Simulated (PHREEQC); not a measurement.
0.15 g of hydrous ferric oxide (600 m²/g; 0.2 weak and 0.005 strong sites per Fe, Dzombak-Morel constants, diffuse double layer) in 1 kg of water with 0.001 mol/kgw of an inert sodium salt and 5.7e-06 mol/kgw CuSO4, at 25 °C; the pH is set by adding NaOH or the inert anion's acid. Oxygen alone is held at its pressure in air (log pO2 = -0.68). The system is closed to CO2. Precipitation was switched off in this run.

Base run: PHREEQC, ion-association model, wateq4f.dat. Each further column changes one thing. The table gives Cu sorbed (%).

| pH | base | no electrostatic term (-no_edl) | background salt from 0.001 to 0.0001 mol/kgw | oxide from 0.15 to 0.75 g/kgw | 0.00011 mol/kgw NiCl2 added |
|---|---|---|---|---|---|
| 4 | 1.2 | 3.3 | 1.0 | 5.9 | ___ |
| 5 | 38.4 | 70.7 | 34.4 | 76.9 | 38.6 |
| 5.5 | 80.2 | 95.4 | ___ | ___ | 78.7 |
| 6 | 96.9 | 99.5 | 96.8 | 99.6 | ___ |
| 7 | 99.9 | 100.0 | 99.9 | 100.0 | 99.4 |
| 8 | 99.9 | 99.9 | 99.9 | 100.0 | 97.7 |
| 8.5 | 99.9 | 99.8 | 99.9 | 100.0 | 96.5 |
| 9 | 99.9 | 99.0 | 99.9 | 100.0 | 95.9 |
| 10 | 99.9 | 67.8 | 99.9 | 100.0 | 95.3 |

Q: Complete the blanks.

A: 
- 4, 0.00011 mol/kgw NiCl2 added: 1.3
- 5.5, background salt from 0.001 to 0.0001 mol/kgw: 78.5
- 5.5, oxide from 0.15 to 0.75 g/kgw: 96.4
- 6, 0.00011 mol/kgw NiCl2 added: 94.9

The database's constant for dissolved Cu(OH)2 is higher than later reviews accept. In at least one series the solution becomes supersaturated in solids that the run did not let form, among them Ni(OH)2.
